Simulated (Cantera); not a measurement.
NO annealing gas

An isothermal, constant-pressure homogeneous reactor starts with 55.9 % NO, 44.1 % N2, at 1400 K and 0.960 bar.

Detailed kinetics in Cantera: GRI-Mech 3.0 (53 species, 325 reactions).

| t (s) | x NO | x N2 | x O2 | x N2O | x O | x NO2 |
|---|---|---|---|---|---|---|
| 1.00e-5 | 0.559 | 0.441 | <1e-12 | 6.91e-9 | 3.61e-9 | 3.30e-9 |
| 5.37e-5 | 0.559 | 0.441 | 3.00e-12 | 3.71e-8 | 4.69e-9 | 3.24e-8 |
| 0.000289 | 0.559 | 0.441 | 2.19e-11 | 1.99e-7 | 4.71e-9 | 1.95e-7 |
| 0.00155 | 0.559 | 0.441 | 2.37e-10 | 1.07e-6 | 4.85e-9 | 1.07e-6 |
| 0.00833 | 0.559 | 0.441 | 5.11e-9 | 5.58e-6 | 5.59e-9 | 5.91e-6 |
| 0.0447 | 0.559 | 0.441 | 2.17e-7 | 2.64e-5 | 9.73e-9 | 3.49e-5 |
| 0.240 | 0.558 | 0.441 | 1.98e-5 | 7.90e-5 | 3.05e-8 | 0.000213 |
| 1.29 | 0.557 | 0.442 | 0.000618 | 9.54e-5 | 5.40e-8 | 0.000445 |
| 6.93 | 0.549 | 0.446 | 0.00432 | 9.26e-5 | 8.08e-8 | 0.000680 |
| 37.2 | 0.511 | 0.465 | 0.0229 | 8.00e-5 | 1.56e-7 | 0.00126 |
| 200 | 0.373 | 0.534 | 0.0915 | 4.23e-5 | 2.98e-7 | 0.00179 |
x: mole fraction; the columns are a selection and need not sum to one.

Equilibrium at this temperature and pressure: NO 0.000802, N2 0.720, O2 0.279, N2O 4.77e-8, O 5.13e-7, NO2 6.71e-6 (gas phase only).
